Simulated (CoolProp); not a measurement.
Saturated liquid density (kg/m³) of tetradecamethylhexasiloxane (MD4M): the reference equation beside estimates from Tc = 653.2 K, pc = 828.6 kPa, ω = 0.800. Rackett uses Z = 0.29056 − 0.08775 ω.

Model: reference Helmholtz-energy equation of state, Thol 2019, in CoolProp.

```csv
T (K),reference,Rackett,van der Waals,Redlich-Kwong,Soave-Redlich-Kwong
501.9,676.6,860.3,374.1,533.8,604.7
508.7,(withheld),(withheld),(withheld),526.2,597.2
515.5,660.1,837.8,365.5,518.3,589.4
522.2,651.7,826.4,361.1,510.4,581.4
529,642.9,814.6,356.5,502.1,572.9
535.8,634.0,802.4,351.8,493.6,564.0
542.6,624.8,789.9,346.9,484.8,554.6
549.4,615.3,777.1,341.9,475.7,544.9
556.1,605.7,764.1,336.8,466.5,534.8
```

Q: Complete the blanks.

A: 
- 508.7, reference: 668.4
- 508.7, Rackett: 849.2
- 508.7, van der Waals: 369.9

Absolute difference from the reference over all 9 rows, mean and median: Rackett 26.7 and 26.7 %, van der Waals 44.6 and 44.5 %, Redlich-Kwong 22.0 and 21.9 %, Soave-Redlich-Kwong 11.0 and 10.9 %.
